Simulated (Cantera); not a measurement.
# SiO2 + CH4 + H2 (carbothermic reduction)

A closed system holds: 1 mol SiO2, 2 mol CH4, 0.25 mol H2, equilibrated at 1098 K and 0.100 bar.

Method: chemical equilibrium by Gibbs-energy minimisation in Cantera with the NASA 1993 tables (ideal gas, pure condensed phases). Candidate condensed phases: C, C6H6, C7H8, C8H18, H2O, Si, SiC, SiO2; 123 gas species. The numbers say what is thermodynamically allowed, not how fast it happens.

```json
{
 "x(H2)": "0.996",
 "x(CH4)": "0.00363",
 "x(CO)": "3.25e-5",
 "n(C(graphite))": "1.98 mol",
 "n(SiO2(β-quartz))": "1.000 mol",
 "gas_amount": "4.235 mol",
 "log10 activity of Si(s) (absent)": "-3.07"
}
```
